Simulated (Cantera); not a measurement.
A freely propagating, adiabatic, planar premixed flame of 3.35 % CH4, 2.25 % C2H6, 2.01 % C3H8, 17.6 % O2, 66.1 % N2, 8.72 % H2O, equivalence ratio 1.4, unburnt at 598 K and 280000 Pa; multicomponent transport, grid criteria slope 0.08 and curve 0.16, no radiation.

Detailed kinetics in Cantera: GRI-Mech 3.0 (53 species, 325 reactions). GRI-Mech 3.0 was tuned for natural gas; its chemistry of propane as a main component is partial and can be far from experiment. Burning velocities carry a grid error of a few per cent, more on coarse grids.

Q: Predict: laminar burning velocity; thermal thickness; peak x(OH); peak x(H2O2).

A: 
```json
{
  "laminar_burning_velocity": "48.8 cm/s",
  "thermal_thickness": "0.242 mm",
  "peak x(OH)": "0.00122",
  "peak x(H2O2)": "8.85e-5"
}
```
